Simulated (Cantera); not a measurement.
Mixture: CH4 : O2 : N2 = 1 : 1.11 : 4.18 (molar parts), at 1.00 bar, adiabatic and at constant volume. Ignition delay is the time to a rise of 400 K.

Detailed kinetics in Cantera: GRI-Mech 3.0 (53 species, 325 reactions).

```tsv
quantity	before	after
delay at 1150 K	0.125 s	76.4 ms
delay at 1300 K	15.1 ms	9.78 ms
delay at 1450 K	2.43 ms	1.63 ms
delay at 1600 K	0.525 ms	0.348 ms
delay at 1750 K	0.157 ms	0.100 ms
apparent activation energy between 1600 and 1750 K	190 kJ/mol	190 kJ/mol
```

Name the change that produced these shifts.
(A) CH4 1 to 0.3 parts
(B) constant pressure in place of constant volume
(C) pressure from 1.00 bar to 0.750 bar
(D) pressure from 1.00 bar to 1.70 bar

D, pressure from 1.00 bar to 1.70 bar
